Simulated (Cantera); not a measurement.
A Cantera script and what it prints.

```python
import numpy as np
import cantera as ct

gas_names = """
    Cr CrO CrO2 CrO3 H HO2 H2 H2O H2O2 O OH O2 O3
""".split()
cond_names = """
    Cr(cr) Cr(L) Cr2O3(s) Cr2O3(L) H2O(s) H2O(L)
""".split()


# ... load() reads the species with a 1 bar reference pressure and builds the phases ...
atoms = {
    'Cr': {'Cr': 1},
    'H2O': {'H': 2, 'O': 1},
    'H2': {'H': 2},
}
top_T = {}  # K; cautious upper limits of use, not melting points


# ... equilibrate(T, P, feed) seeds the gas with the atoms and calls Mixture.equilibrate('TP', solver="vcs", rtol=1e-11, max_steps=5000) ...
results = []
T = 2025  # K
P = 10000  # Pa
for m in [2, 3.2, 4.3, 5.4, 6.5, 7.7, 8.8, 9.9, 11]:
    feed = {'Cr': 1, 'H2O': m, 'H2': 27}  # mol
    mix = equilibrate(T, P, feed)
    results.append((T, P, feed, dict(zip(mix.species_names, mix.species_moles))))

top = {s: max(r[3][s] / sum(r[3][g] for g in gas_names) for r in results) for s in gas_names}
cols = sorted((s for s in top if top[s] > 0.001), key=lambda s: -top[s])[:9]
seen = [c for c in cond_names if any(r[3].get(c, 0) > 1e-12 for r in results)]
print("log10 of partial pressures in bar; condensed amounts in mol")
print(f"{'n(H2O)':>10s}" + "".join(f"{s[:9]:>10s}" for s in cols + seen))
for T, P, feed, n in results:
    ng = sum(n[g] for g in gas_names)
    print(f"{feed['H2O']:10.4g}" + "".join(f"{np.log10(max(n[s] / ng * P / 1e5, 1e-99)):10.3f}" for s in cols)
          + "".join(f"{n.get(c, 0):10.4g}" for c in seen))
```

Output:

```
log10 of partial pressures in bar; condensed amounts in mol
    n(H2O)        H2       H2O        Cr         H  Cr2O3(s)
         2    -1.018    -2.567    -3.178    -3.224    0.4008
       3.2    -1.030    -2.229    -3.703    -3.231    0.4686
       4.3    -1.045    -2.043    -4.004    -3.238    0.4833
       5.4    -1.059    -1.918    -4.214    -3.245    0.4891
       6.5    -1.073    -1.826    -4.373    -3.252     0.492
       7.7    -1.089    -1.748    -4.512    -3.260    0.4938
       8.8    -1.102    -1.691    -4.618    -3.267    0.4948
       9.9    -1.115    -1.644    -4.709    -3.273    0.4956
        11    -1.128    -1.603    -4.789    -3.280    0.4961
```

Equilibrium computed with Cantera from the NASA thermochemical tables; the gas is ideal and each condensed phase is pure.
